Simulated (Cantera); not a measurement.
Charge: 1 mol Si, 0.68 mol H2O, 6.9 mol CO, equilibrated at 0.0500 bar.

Cantera equilibrium calculation (NASA polynomials, part measured and part estimated; ideal gas, pure solids and liquids). Candidate condensed phases: C, C6H6, C7H8, C8H18, H2O, Si, SiC, SiO2; 123 gas species. Kinetics and transport are ignored.

Problem. At 1950 K, list the 4 most abundant gas species with their mole fractions, and the condensed phases.

Solution. CO 0.815, SiO 0.102, H2 0.0815, H 0.00146. Condensed: SiC(s).
